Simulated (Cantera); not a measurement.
A diamond (100) surface in a fixed gas of H2 with x(CH4) = 0.0075, x(H) = 0.0059, x(CH3) = 0.00072, 0.220 bar; coverages are run to steady state.

Computed with Cantera and the Harris–Goodwin 1993 mechanism for the reconstructed diamond (100) surface.

θ: site fractions in the mechanism's names (c6HH fully hydrogenated, c6H* and c6*H radical sites, c6** diradical, c6HM methylated).

```tsv
T (K)	growth (µm/h)	θ c6HH	θ c6H*	θ c6*H	θ c6**	θ c6HM
925	51.0	0.599	0.0112	0.281	0.00476	0.0817
975	[?]	0.566	[?]	[?]	[?]	[?]
1025	84.5	0.532	0.0192	0.362	0.0103	0.0541
1075	101	0.499	0.0239	0.398	0.0143	0.0437
1125	114	0.469	0.0290	0.430	0.0190	0.0340
1175	116	0.441	0.0344	0.459	0.0247	0.0244
1225	102	0.416	0.0401	0.486	0.0311	0.0153
1275	80.5	0.392	0.0458	0.508	0.0382	0.00818
1325	61.6	0.370	0.0514	0.524	0.0456	0.00387
1375	[?]	0.349	[?]	0.536	[?]	[?]
```

Question: What belongs in the gaps?

Answer: 
- 975, growth (µm/h): 67.1
- 975, θ c6H*: 0.0149
- 975, θ c6*H: 0.323
- 975, θ c6**: 0.00718
- 975, θ c6HM: 0.0664
- 1375, growth (µm/h): 51.1
- 1375, θ c6H*: 0.0567
- 1375, θ c6**: 0.0532
- 1375, θ c6HM: 0.00172
